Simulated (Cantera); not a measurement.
Cantera with NASA thermochemical tables; ideal gases at 1 bar, condensed phases pure. Values are per mole of reaction as written; species without (g) are pure solids or liquids, kept so even where they would boil at 1 bar.

Task: Between 898 and 2098 K, where is each reaction favourable under standard conditions?
- 6 Ti4O7 → O2(g) + 8 Ti3O5
- 3 Ti + Ti4O7 → 7 TiO(g)

Result: 
- 6 Ti4O7 → O2(g) + 8 Ti3O5: ΔG° is 608 kJ at 898 K and 382 kJ at 2098 K; it stays positive (K < 1). ΔH° is 886 kJ and ΔS° 240 J/K at 2098 K.
- 3 Ti + Ti4O7 → 7 TiO(g): ΔG° is 2612 kJ at 898 K and 1233 kJ at 2098 K; it stays positive (K < 1). ΔH° is 3261 kJ and ΔS° 966 J/K at 2098 K.
